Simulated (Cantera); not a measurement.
Feed: 1 mol Ti(OiPr)4, 4.9 mol O2, 140 mol H2, held at 1127 °C and 13.0 Pa.

Equilibrium computed with Cantera from the NASA thermochemical tables; the gas is ideal and each condensed phase is pure. Candidate condensed phases: C, C6H6, C7H8, C8H18, H2O, Ti, TiC, TiO, TiO2, Ti2O3, Ti3O5, Ti4O7; 113 gas species. The feed counts by its element totals alone. Kinetics and transport are ignored.

Base state: H2 0.927, CO 0.0722, H2O 0.000775, H 0.000411, CO2 2.78e-5 (mole fractions); condensed: Ti3O5(s).

Question: What changes in the equilibrium state with this change: temperature from 1127 °C to 1727 °C?

Answer: 
```tsv
species	before	after
H2	0.927	0.800
H	0.000411	0.128
CO	0.0722	0.0675
TiO	<1e-9	0.00176
TiO2	<1e-9	0.000377
Ti	<1e-9	1.28e-5
OH	6.83e-9	3.69e-5
H2O	0.000775	0.00232
Ti3O5(s), mol	0.333	0
Ti2O3(s), mol	0	0.309
```
